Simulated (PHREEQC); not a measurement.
A column of 0.1 m (30 cells, dispersivity 0.0035 m, 3600 s a shift, diffusion coefficient 3e-10 m²/s) holds 0.057 eq of the database's cation exchanger X per kg of pore water, first in equilibrium with 0.0011 mol ZnSO4, 0.0016 mol MgCl2 and 1e-05 mol HCl per kg of water. It is flushed with 0.028 mol Na2SO4, 0.076 mol LiCl and 1e-05 mol HCl per kg of water, at 40 °C. Values are for the last cell. No CO2 enters from the air. Precipitation was switched off in this run.

The series has 31 steps of pore volumes, from 0 to 3.017.

The numbers come from PHREEQC with the ion-association model, phreeqc.dat.

Question: After how many pore volumes does Li at the outlet first reach half of its feed value?

Answer: By 1.2 pore volumes.

Question: After how many pore volumes does Na at the outlet first reach half of its feed value?

Answer: By 1.2 pore volumes.

Complexes and solids missing from the database can't appear. At this temperature some constants are extrapolated from 25 °C, and those without enthalpy data are left unchanged.
